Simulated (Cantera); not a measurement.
A freely propagating, adiabatic, planar premixed flame of 46.0 % H2, 10.4 % O2, 39.3 % N2, 4.28 % H2O, unburnt at 600 K and 113 Torr; unity-Lewis-number transport, grid criteria slope 0.08 and curve 0.16, no radiation.

Computed with Cantera and the H2/O2 subset of GRI-Mech 3.0, which has no nitrogen chemistry. Unity Lewis numbers drop preferential diffusion, which matters most where H2 and H carry the flame. Burning velocities carry a grid error of a few per cent, more on coarse grids.

Problem. Predict: laminar burning velocity; thermal thickness; peak x(HO2); peak x(H); peak x(OH).

Solution. 
| Property | Result |
|---|---|
| laminar burning velocity | 401 cm/s |
| thermal thickness | 4.45 mm |
| peak x(HO2) | 4.99e-5 |
| peak x(H) | 0.116 |
| peak x(OH) | 0.00395 |
